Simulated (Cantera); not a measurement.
Mixture: CH4 : H2 : O2 : N2 : H2O = 0.5 : 0.74 : 2.37 : 16.4 : 0.6 (molar parts), equivalence ratio 0.58, at 5.00 bar, adiabatic and at constant pressure. Ignition delay is the time to a rise of 400 K.

Model: GRI-Mech 3.0 (53 species, 325 reactions), integrated in Cantera. Where the delays flatten at high temperature, the 400 K rule measures the pace of heat release, not the induction time.

Task: Predict: delay at 1250 K; delay at 1400 K; delay at 1550 K; delay at 1700 K; delay at 1850 K.

Result: 
```
Property           Result
---------------  --------
delay at 1250 K  0.220 ms
delay at 1400 K   62.3 µs
delay at 1550 K   25.4 µs
delay at 1700 K   13.7 µs
delay at 1850 K   9.39 µs
```
